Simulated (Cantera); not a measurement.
Charge: 1 mol CaO, 0.93 mol NF3, 1 mol O2, equilibrated at 15.0 Pa.

Cantera equilibrium calculation (NASA polynomials, part measured and part estimated; ideal gas, pure solids and liquids). Candidate condensed phases: Ca, CaF2, CaO; 22 gas species. Kinetics and transport are ignored.

### Question
What share of the Ca ends up in condensed phases as a function of T (°C), at 1127, 1152, 1177, 1202, 1227, 1252, 1277, 1302, 1327, 1352, 1377, 1402?

### Answer
```
T (°C)  Ca condensed (%)       as
------  ----------------  -------
1127                99.6  CaF2(s)
1152                99.3  CaF2(s)
1177                98.7  CaF2(s)
1202                97.6  CaF2(s)
1227                95.9  CaF2(s)
1252                93.1  CaF2(s)
1277                88.4  CaF2(s)
1302                80.6  CaF2(s)
1327                67.6  CaF2(s)
1352                45.5  CaF2(s)
1377                 5.5  CaF2(s)
1402                 0.0        -
```
